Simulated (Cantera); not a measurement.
What does this Cantera script print?

```python
import numpy as np
import cantera as ct

gas_names = [...]  # 113 gases of nasa_gas.yaml made of C, F, H, Si
cond_names = """
    C(gr) C6H6(L) C7H8(L) C8H18(L),n-octa Si(cr) Si(L) SiC(b)
""".split()


# ... load() reads the species with a 1 bar reference pressure and builds the phases ...
atoms = {
    'SiF4': {'Si': 1, 'F': 4},
    'C2H2': {'C': 2, 'H': 2},
    'H2': {'H': 2},
}
top_T = {'C(gr)': 4500, 'SiC(b)': 3050}  # K; cautious upper limits of use, not melting points


# ... equilibrate(T, P, feed) seeds the gas with the atoms and calls Mixture.equilibrate('TP', solver="vcs", rtol=1e-11, max_steps=5000) ...
results = []
feed = {'SiF4': 1, 'C2H2': 0.073, 'H2': 180}  # mol
T = 948.15  # K
for P in [100, 240, 560, 1300, 3200, 7500, 18000, 42000, 100000]:
    mix = equilibrate(T, P, feed)
    results.append((T, P, feed, dict(zip(mix.species_names, mix.species_moles))))

top = {s: max(r[3][s] / sum(r[3][g] for g in gas_names) for r in results) for s in gas_names}
cols = sorted((s for s in top if top[s] > 1e-05), key=lambda s: -top[s])[:8]
seen = [c for c in cond_names if any(r[3].get(c, 0) > 1e-12 for r in results)]
print("log10 of partial pressures in bar; condensed amounts in mol")
print(f"{'P/Pa':>10s}" + "".join(f"{s[:9]:>10s}" for s in cols + seen))
for T, P, feed, n in results:
    ng = sum(n[g] for g in gas_names)
    print(f"{P:10.4g}" + "".join(f"{np.log10(max(n[s] / ng * P / 1e5, 1e-99)):10.3f}" for s in cols)
          + "".join(f"{n.get(c, 0):10.4g}" for c in seen))
```

It prints:

```
log10 of partial pressures in bar; condensed amounts in mol
      P/Pa        H2      SiF4       CH4        HF     SiHF3     C(gr)    SiC(b)
       100    -3.003    -5.263    -6.771    -6.953    -7.368    0.1124  0.002906
       240    -2.622    -4.883    -6.011    -6.668    -6.892     0.071  0.001466
       560    -2.255    -4.515    -5.345    -6.401    -6.423         0         0
      1300    -1.889    -4.149    -4.979    -6.038    -6.055         0         0
      3200    -1.498    -3.758    -4.588    -5.649    -5.662         0         0
      7500    -1.128    -3.388    -4.218    -5.280    -5.291         0         0
   1.8e+04    -0.748    -3.008    -3.838    -4.901    -4.910         0         0
   4.2e+04    -0.380    -2.640    -3.470    -4.533    -4.541         0         0
     1e+05    -0.003    -2.263    -3.093    -4.157    -4.164         0         0
```

Equilibrium computed with Cantera from the NASA thermochemical tables; the gas is ideal and each condensed phase is pure.
